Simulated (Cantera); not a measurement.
Input: 1 mol Si2Cl6, 0.31 mol N2, 73 mol H2.

Method: chemical equilibrium by Gibbs-energy minimisation in Cantera with the NASA 1993 tables (ideal gas, pure condensed phases). Candidate condensed phases: NH4Cl, Si, Si3N4; 28 gas species. The feed counts by its element totals alone. N2 is the only nitrogen source here; it is nearly inert below about 1500 K, so the nitride shown seldom forms there in practice. Mutual solubility and eutectic melting of coexisting phases are not modelled. The tables' values for SiCl3 are old estimates. Kinetics and transport are ignored.

Problem. What condenses at these points (T in K, P in Pa): (1023, 45); (2073, 140); (1923, 11000); (723, 3700); (1623, 11000); (1023, 3700); (1473, 15)?

Solution. 
```
T (K)  P in Pa  condensed phases  Si condensed (%)
-----  -------  ----------------  ----------------
1023        45        Si + Si3N4              59.2
2073       140          gas only               0.0
1923     11000                Si              61.0
723       3700             Si3N4              23.2
1623     11000        Si + Si3N4              55.4
1023      3700        Si + Si3N4              36.0
1473        15                Si              58.1
```
